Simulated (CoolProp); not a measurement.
The fluoroketone C6F12O (FK-5-1-12) along the isotherm 226.85 °C: fugacity coefficient from the reference equation and from simpler models built on Tc = 168.7 °C, pc = 1.869 MPa, ω = 0.471; each cubic takes its own stable root.

Computed with CoolProp (reference Helmholtz-energy equation of state, McLinden 2015).

```tsv
p (MPa)	phase	reference	van der Waals	Redlich-Kwong	Soave-Redlich-Kwong	Peng-Robinson
0.0591	gas	0.9930	0.9931	0.9925	0.9934	0.9924
0.105	gas	0.9877	0.9877	0.9867	0.9883	0.9865
0.187	gas	0.9781	0.9782	0.9764	0.9793	0.9760
0.332	gas	0.9615	0.9613	0.9583	0.9634	0.9577
0.591	gas	0.9322	0.9313	0.9264	0.9354	0.9257
1.05	gas	0.8819	0.8786	0.8712	0.8870	0.8711
1.87	supercritical	0.7959	0.7846	0.7762	0.8047	0.7803
3.32	supercritical	0.6568	0.6191	0.6217	0.6747	0.6424
5.91	supercritical	0.4956	0.4708	0.4644	0.5296	0.4929
10.5	supercritical	0.4015	0.4116	0.3792	0.4451	0.4003
18.7	supercritical	0.3924	0.4637	0.3721	0.4465	0.3806
```
